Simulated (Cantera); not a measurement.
A closed system holds: 1 mol Si₂Cl₆, 81 mol N₂, 46 mol H₂, equilibrated at 727 °C and 0.160 bar.

Cantera equilibrium calculation (NASA polynomials, part measured and part estimated; ideal gas, pure solids and liquids). Candidate condensed phases: NH₄Cl, Si, Si₃N₄; 28 gas species. The feed counts by its element totals alone. N₂ is the only nitrogen source here; it is nearly inert below about 1500 K, so the nitride shown seldom forms there in practice. Kinetics and transport are ignored.

Base state: N₂ 0.619, H₂ 0.334, HCl 0.0466, NH₃ 1.42e-5 (mole fractions); condensed: Si₃N₄(s).

Problem. What changes in the equilibrium state with this change: H₂ from 46 to 0.13 mol?

Solution. 
```tsv
species	before	after
N₂	0.619	0.979
SiCl₄	9.48e-6	0.0174
HCl	0.0466	0.00310
H₂	0.334	2.96e-5
NH₃	1.42e-5	<1e-9
Si₃N₄(s), mol	0.666	0.188
```

Problem. What changes in the equilibrium state with this change: N₂ from 81 to 0.38 mol?

Solution. 
```json
[
 {"species": "H₂", "before": "0.334", "after": "0.954"},
 {"species": "SiCl₄", "before": "9.48e-6", "after": "0.0205"},
 {"species": "HCl", "before": "0.0466", "after": "0.0160"},
 {"species": "N₂", "before": "0.619", "after": "<1e-9"},
 {"species": "SiH₂Cl₂", "before": "2.61e-9", "after": "0.000390"},
 {"species": "SiCl₂", "before": "3.32e-9", "after": "0.000173"},
 {"species": "Si₃N₄(s), mol", "before": "0.666", "after": "0.190"}
]
```
The tables' values for SiCl₃ are old estimates; treat these amounts as uncertain.

Problem. What changes in the equilibrium state with this change: temperature from 727 °C to 1525 °C?

Solution. 
```json
[
 {"species": "N₂", "before": "0.619", "after": "0.620"},
 {"species": "H₂", "before": "0.334", "after": "0.336"},
 {"species": "HCl", "before": "0.0466", "after": "0.0404"},
 {"species": "SiCl₂", "before": "3.32e-9", "after": "0.00294"},
 {"species": "H", "before": "3.28e-9", "after": "0.000511"},
 {"species": "Cl", "before": "<1e-9", "after": "4.71e-5"},
 {"species": "SiCl₃", "before": "3.60e-8", "after": "4.18e-5"},
 {"species": "Si₃N₄(s), mol", "before": "0.666", "after": "0.537"}
]
```
The tables' values for SiCl₃ are old estimates; treat these amounts as uncertain.
